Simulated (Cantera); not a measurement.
## Gas-phase reforming

An isothermal, constant-pressure homogeneous reactor starts with CH₄ : CO₂ : H₂ = 1 : 0.73 : 0.41 (molar parts), at 2100 K and 750 Torr.

Model: GRI-Mech 3.0 (53 species, 325 reactions), integrated in Cantera.

```tsv
t (s)	x CH₄	x CO₂	x H₂	x CH₂	x CH₃	x H₂O
1.00e-6	0.465	0.341	0.192	5.48e-7	0.00220	3.51e-5
3.16e-6	0.458	0.340	0.195	5.05e-6	0.00670	0.000224
1.00e-5	0.426	0.333	0.211	2.56e-5	0.0167	0.00185
3.16e-5	0.286	0.291	0.315	3.81e-5	0.0180	0.0131
0.000100	0.132	0.206	0.429	2.48e-5	0.00876	0.0516
0.000316	0.0433	0.0943	0.433	1.73e-5	0.00343	0.130
0.00100	0.0147	0.0232	0.424	1.20e-5	0.00139	0.164
0.00316	0.0104	0.0140	0.475	7.43e-6	0.000932	0.112
0.0100	0.00647	0.00670	0.533	3.70e-6	0.000543	0.0519
0.0316	0.00301	0.00170	0.571	1.46e-6	0.000242	0.0130
0.100	0.000995	8.50e-5	0.584	4.49e-7	7.92e-5	0.000647
0.316	0.000717	3.71e-7	0.585	3.21e-7	5.71e-5	2.84e-6
1.00	0.000717	3.57e-7	0.585	3.21e-7	5.71e-5	2.73e-6
3.16	0.000717	3.57e-7	0.585	3.21e-7	5.71e-5	2.73e-6
10.0	0.000717	3.57e-7	0.585	3.21e-7	5.71e-5	2.73e-6
```
x: mole fraction; the columns are a selection and need not sum to one.

Equilibrium at this temperature and pressure: CH₄ 0.000718, CO₂ 3.58e-7, H₂ 0.585, CH₂ 3.21e-7, CH₃ 5.71e-5, H₂O 2.74e-6 (gas phase only).
